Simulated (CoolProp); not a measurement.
Vapour-liquid equilibrium of R113 (1) + benzene (2) at 352.7 K; x and y are mole fractions of (1).

Model: multi-fluid Helmholtz-energy mixture model, Marx 1992 and Thol 2012; pair parameters Bell 2016, in CoolProp.

```tsv
x	bubble pressure, mixture model (MPa)	bubble pressure, Raoult's law (MPa)	y, mixture model	y, Raoult's law
0.05	0.1165	0.1078	0.181	0.121
0.2	0.1546	0.1321	0.459	0.396
0.35	0.1817	0.1565	0.603	0.586
0.5	0.2033	0.1808	0.705	0.724
0.65	0.2222	0.2051	0.793	0.830
0.8	0.2397	0.2294	0.879	0.913
0.95	0.2564	0.2537	0.969	0.980
```

The largest gap from Raoult's law is +17.0 % in bubble pressure, at x = 0.2. No azeotrope shows between x = 0.05 and 0.95.

The pair parameters rest on a limited set of measurements; away from them the model extrapolates.
